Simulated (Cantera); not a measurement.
Cantera run:

```python
import numpy as np
import cantera as ct

gas_names = """
    H HO2 H2 H2O H2O2 Hg O OH O2 O3
""".split()
cond_names = """
    H2O(s) H2O(L) Hg(cr) Hg(L) HgO(s)
""".split()


def load(file, names, dense=False):
    # The tables refer to 1 bar. Condensed volumes are neglected.
    table = {s.name: s for s in ct.Species.list_from_file(file)}
    out = []
    for n in names:
        d = dict(table[n].input_data)
        d["thermo"] = dict(d["thermo"], **{"reference-pressure": 1e5})
        if dense:
            d["equation-of-state"] = {"model": "constant-volume", "density": "1e6 g/cm^3"}
        out.append(ct.Species.from_dict(d))
    return out


gas = ct.Solution(thermo="ideal-gas", species=load("nasa_gas.yaml", gas_names))
cond = {s.name: ct.Solution(thermo="fixed-stoichiometry", species=[s], name=s.name)
        for s in load("nasa_condensed.yaml", cond_names, dense=True)}
atoms = {
    'Hg': {'Hg': 1},
    'O2': {'O': 2},
    'H2': {'H': 2},
}
top_T = {}  # K; cautious upper limits of use, not melting points


def equilibrate(T, P, feed):
    n = {}
    for name, mol in feed.items():
        for a, k in atoms[name].items():
            n[a] = n.get(a, 0.0) + k * mol
    gas.TPX = T, P, n
    mass = sum(n.values()) * gas.mean_molecular_weight
    gas.equilibrate("TP")
    valid = [c for c in cond.values() if c.min_temp <= T <= top_T.get(c.name, c.max_temp)]
    mix = ct.Mixture([(gas, mass / gas.mean_molecular_weight)] + [(c, 0.0) for c in valid])
    mix.T, mix.P = T, P
    mix.equilibrate("TP", solver="vcs", rtol=1e-11, max_steps=5000)
    return mix


results = []
T = 600  # K
P = 101325  # Pa
for m in [0.065, 0.086, 0.11, 0.15, 0.2, 0.27, 0.36, 0.48, 0.63, 0.84, 1.1, 1.5]:
    feed = {'Hg': 1, 'O2': m, 'H2': 0.1}  # mol
    mix = equilibrate(T, P, feed)
    results.append((T, P, feed, dict(zip(mix.species_names, mix.species_moles))))

top = {s: max(r[3][s] / sum(r[3][g] for g in gas_names) for r in results) for s in gas_names}
cols = sorted((s for s in top if top[s] > 0.0001), key=lambda s: -top[s])[:6]
seen = [c for c in cond_names if any(r[3].get(c, 0) > 1e-12 for r in results)]
print("log10 of partial pressures in bar; condensed amounts in mol")
print(f"{'n(O2)':>10s}" + "".join(f"{s[:9]:>10s}" for s in cols + seen))
for T, P, feed, n in results:
    ng = sum(n[g] for g in gas_names)
    print(f"{feed['O2']:10.4g}" + "".join(f"{np.log10(max(n[s] / ng * P / 1e5, 1e-99)):10.3f}" for s in cols)
          + "".join(f"{n.get(c, 0):10.4g}" for c in seen))
```

Output:

```
log10 of partial pressures in bar; condensed amounts in mol
     n(O2)        O2        Hg       H2O     Hg(L)    HgO(s)
     0.065    -4.594    -0.245    -0.353    0.8417   0.02999
     0.086    -4.594    -0.245    -0.353    0.7997   0.07199
      0.11    -4.594    -0.245    -0.353    0.7517      0.12
      0.15    -4.594    -0.245    -0.353    0.6717       0.2
       0.2    -4.594    -0.245    -0.353    0.5717       0.3
      0.27    -4.594    -0.245    -0.353    0.4317      0.44
      0.36    -4.594    -0.245    -0.353    0.2517      0.62
      0.48    -4.594    -0.245    -0.353   0.01169      0.86
      0.63    -0.347    -2.368    -0.252         0    0.9992
      0.84    -0.124    -2.480    -0.587         0    0.9987
       1.1    -0.068    -2.508    -0.809         0     0.998
       1.5    -0.039    -2.522    -1.017         0    0.9969
```

Method: chemical equilibrium by Gibbs-energy minimisation in Cantera with the NASA 1993 tables (ideal gas, pure condensed phases).
